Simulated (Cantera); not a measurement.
Cantera run:

```python
import numpy as np
import cantera as ct

gas_names = """
    CL CL2 H HCL H2 N NH NH2 NH3 N2 N2H2 N2H4 Si SiCL SiCL2 SiCL3 SiCL4 SiH SiHCL3 SiH2 SiH2CL2 SiH3
    SiH3CL SiH4 SiN Si2 Si2N Si3
""".split()
cond_names = """
    NH4CL(a) NH4CL(b) Si(cr) Si(L) Si3N4(a)
""".split()


# ... load() reads the species with a 1 bar reference pressure and builds the phases ...
atoms = {
    'SiCl4': {'Si': 1, 'CL': 4},
    'N2': {'N': 2},
    'NH3': {'N': 1, 'H': 3},
}
top_T = {'Si3N4(a)': 2400}  # K; cautious upper limits of use, not melting points


# ... equilibrate(T, P, feed) seeds the gas with the atoms and calls Mixture.equilibrate('TP', solver="vcs", rtol=1e-11, max_steps=5000) ...
results = []
feed = {'SiCl4': 1, 'N2': 66, 'NH3': 0.5}  # mol
T = 1975  # K
P = 260  # Pa
mix = equilibrate(T, P, feed)
results.append((T, P, feed, dict(zip(mix.species_names, mix.species_moles))))
x = sorted(zip(gas.X, gas.species_names), reverse=True)
print(f"T = {T:g} K  P = {P:g} Pa  gas = {mix.phase_moles(0):.4g} mol")
print("   x: " + "  ".join(f"{s} {v:.3e}" for v, s in x if v > 1e-06))
print("   condensed (mol): " + ("  ".join(f"{mix.phase(i).name} {mix.phase_moles(i):.4g}"
      for i in range(1, mix.n_phases) if mix.phase_moles(i) > 1e-12) or "none"))
```

Result:

```
T = 1975 K  P = 260 Pa  gas = 69.43 mol
   x: N2 9.542e-01  HCL 1.843e-02  SiCL2 1.385e-02  CL 1.097e-02  H2 1.135e-03  H 9.041e-04  Si 2.333e-04  SiCL 2.185e-04  SiCL3 9.704e-05  SiN 3.213e-06
   condensed (mol): none
```

Cantera equilibrium calculation (NASA polynomials, part measured and part estimated; ideal gas, pure solids and liquids). The tables' values for SiCl, SiCl3 are old estimates; treat these amounts as uncertain.
